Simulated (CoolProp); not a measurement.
Model: reference Helmholtz-energy equation of state, Fiedler 2023, in CoolProp.

**Question.** For tetrahydrofuran, give the phase and the Z, cp (kJ/(kg K)), cv (kJ/(kg K)), speed of sound (m/s) at 433.5 K and 1.62 MPa; 489.5 K and 1.62 MPa.

**Answer.** 
- 433.5 K and 1.62 MPa: liquid; Z 0.0453, cp 2.34, cv 1.67, speed of sound 682
- 489.5 K and 1.62 MPa: gas; Z 0.834, cp 1.98, cv 1.74, speed of sound 208
